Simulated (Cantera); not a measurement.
## Transport properties of process gases

Gas mixture: 100 % N2, at 0.000799 atm, frozen composition.

Cantera's kinetic-theory transport with the Lennard-Jones parameters of GRI-Mech 3.0, ideal gas; thermal conductivity in the multicomponent form.

| T (K) | ρ (kg/m³) | cp (J/kg/K) | μ (µPa s) | λ (mW/m/K) | Pr | D (cm²/s) NH3 | D (cm²/s) OH | D (cm²/s) H |
|---|---|---|---|---|---|---|---|---|
| 400 | 0.000682 | 1047 | 22.3 | 32.9 | 0.710 | 478 | 655 | 2540 |
| 550 | 0.000496 | 1065 | 27.9 | 42.0 | 0.707 | 859 | 1130 | 4410 |
| 700 | 0.000390 | 1095 | 32.8 | 50.9 | 0.706 | 1320 | 1690 | 6660 |
| 850 | 0.000321 | 1134 | 37.3 | 59.9 | 0.706 | 1860 | 2340 | 9230 |
| 1000 | 0.000273 | 1169 | 41.5 | 68.8 | 0.706 | 2460 | 3060 | 12100 |
| 1150 | 0.000237 | 1195 | 45.5 | 77.0 | 0.706 | 3120 | 3860 | 15300 |
| 1300 | 0.000210 | 1218 | 49.2 | 84.9 | 0.706 | 3850 | 4740 | 18800 |
D: mixture-averaged diffusion coefficient of that species in the mixture.
